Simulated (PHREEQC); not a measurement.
Consider water at 25 °C with 2.3 mmol/kgw KH2PO4 and 20 mmol/kgw Na2SO4. Closed to the air; pH follows from the charge balance.

The numbers come from PHREEQC with the ion-association model, wateq4f.dat.

No solid was allowed to form.

### Question
Order these S species by the share of S that they hold, largest first: KSO4-, SO4-2, NaSO4-.

### Answer
SO4-2 (92 %), NaSO4- (7.7 %), KSO4- (0.60 %)

The pH is 4.98 and the ionic strength 0.0590 mol/kgw. H3PO4, which wateq4f.dat lacks, is added to it with the constant of phreeqc.dat.
